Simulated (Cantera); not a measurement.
A closed system holds: 1 mol C₂F₆, 1.1 mol Si, held at 15.8 Torr.

Equilibrium computed with Cantera from the NASA thermochemical tables; the gas is ideal and each condensed phase is pure. Candidate condensed phases: C, Si, SiC; 23 gas species. The feed counts by its element totals alone. Condensed phases not in the tables: fluorocarbon polymer. Gases not in the tables: C₂F₆ and larger saturated fluorocarbons. Kinetics and transport are ignored. All values below are at 800 K.

Base state: SiF₄ 0.733, CF₄ 0.267 (mole fractions); condensed: C(graphite).

Q: What changes in the equilibrium state with this change: Si from 1.1 to 0.072 mol?

A: 
```
species           before   after
----------------  ------  ------
CF₄                0.267   0.952
SiF₄               0.733  0.0480
C(graphite), mol    1.60   0.572
```
